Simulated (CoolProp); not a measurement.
Vapour-liquid equilibrium of R125 (1) + R236EA (2) at 7.45 °C; x and y are mole fractions of (1).

Values from CoolProp's multi-fluid Helmholtz-energy mixture model, Lemmon 2005 and Rui 2013; pair parameters Bell 2016.

Problem. Give the bubble pressure and the first vapour's composition at x = 0.35, 0.65, 0.75. Is there an azeotrope?

Solution. x = 0.35: 3.564 bar, y = 0.780; x = 0.65: 5.696 bar, y = 0.915; x = 0.75: 6.435 bar, y = 0.943. No azeotrope shows between x = 0.05 and 0.95.

The pair parameters rest on a limited set of measurements; away from them the model extrapolates.
